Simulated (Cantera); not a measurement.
Charge: 1 mol PH3, 0.054 mol H2, at 1848.15 K and 0.420 Torr.

Cantera equilibrium calculation (NASA polynomials, part measured and part estimated; ideal gas, pure solids and liquids). Candidate condensed phases: P; 7 gas species. Kinetics and transport are ignored.

Base state: H2 0.739, P2 0.239, H 0.0193, P 0.00250, PH 0.000112 (mole fractions); condensed: gas only.

### Question
What changes in the equilibrium state with this change: pressure from 0.420 Torr to 135 Torr?

### Answer
| species | before | after |
|---|---|---|
| H2 | 0.739 | 0.756 |
| P2 | 0.239 | 0.242 |
| H | 0.0193 | 0.00109 |
| PH3 | 4.13e-8 | 1.38e-5 |
| P4 | 1.38e-6 | 0.000455 |

### Question
What changes in the equilibrium state with this change: pressure from 0.420 Torr to 0.173 Torr?

### Answer
| species | before | after |
|---|---|---|
| H2 | 0.739 | 0.729 |
| P2 | 0.239 | 0.237 |
| H | 0.0193 | 0.0299 |
| P | 0.00250 | 0.00389 |
| PH | 0.000112 | 0.000111 |
